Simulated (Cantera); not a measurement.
Feed: 1 mol SiH2Cl2, 23 mol N2, equilibrated at 21.0 Pa.

Equilibrium computed with Cantera from the NASA thermochemical tables; the gas is ideal and each condensed phase is pure. Candidate condensed phases: NH4Cl, Si, Si3N4; 28 gas species. Mutual solubility and eutectic melting of coexisting phases are not modelled. Rates play no part.

**Question.** Which condensed phases are stable at each of these points (T (°C)): 1302, 1327, 1352, 1377, 1402, 1427, 1452, 1477, 1502?

**Answer.** 
| T (°C) | condensed phases | Si condensed (%) |
|---|---|---|
| 1302 | Si(s) + Si3N4(s) | 20.7 |
| 1327 | Si(s) | 20.0 |
| 1352 | Si(s) | 19.0 |
| 1377 | Si(s) | 17.4 |
| 1402 | Si(s) | 15.1 |
| 1427 | Si(l) | 12.0 |
| 1452 | Si(l) | 7.9 |
| 1477 | Si(l) | 1.9 |
| 1502 | gas only | 0.0 |

At 1302 °C the condensed part is Si(s) + Si3N4(s). From 1327 °C to 1402 °C the condensed part is Si(s). From 1427 °C to 1477 °C the condensed part is Si(l). At 1502 °C nothing is condensed.
